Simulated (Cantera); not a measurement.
Mixture: CH4 : H2 : O2 : N2 = 1 : 0.23 : 4.5 : 16.9 (molar parts), equivalence ratio 0.47, at 500000 Pa, adiabatic and at constant volume. Ignition delay is the time to a rise of 400 K.

Detailed kinetics in Cantera: GRI-Mech 3.0 (53 species, 325 reactions).

Problem. What does this change do: constant pressure in place of constant volume?

Solution. 
| quantity | before | after |
|---|---|---|
| delay at 1248 K | 0.744 ms | 0.796 ms |
| delay at 1348 K | 0.319 ms | 0.340 ms |
| delay at 1448 K | 0.146 ms | 0.155 ms |
| delay at 1548 K | 71.5 µs | 76.0 µs |
| apparent activation energy between 1498 and 1598 K | 130 kJ/mol | 130 kJ/mol |

Problem. What does this change do: pressure from 500000 Pa to 840000 Pa?

Solution. 
| quantity | before | after |
|---|---|---|
| delay at 1248 K | 0.744 ms | 0.488 ms |
| delay at 1348 K | 0.319 ms | 0.208 ms |
| delay at 1448 K | 0.146 ms | 96.1 µs |
| delay at 1548 K | 71.5 µs | 47.3 µs |
| apparent activation energy between 1498 and 1598 K | 130 kJ/mol | 130 kJ/mol |

Problem. What does this change do: pressure from 500000 Pa to 100000 Pa?

Solution. 
```
quantity                                                before       after
--------------------------------------------------  ----------  ----------
delay at 1248 K                                       0.744 ms     2.84 ms
delay at 1348 K                                       0.319 ms     1.15 ms
delay at 1448 K                                       0.146 ms    0.526 ms
delay at 1548 K                                        71.5 µs    0.269 ms
apparent activation energy between 1498 and 1598 K  130 kJ/mol  120 kJ/mol
```
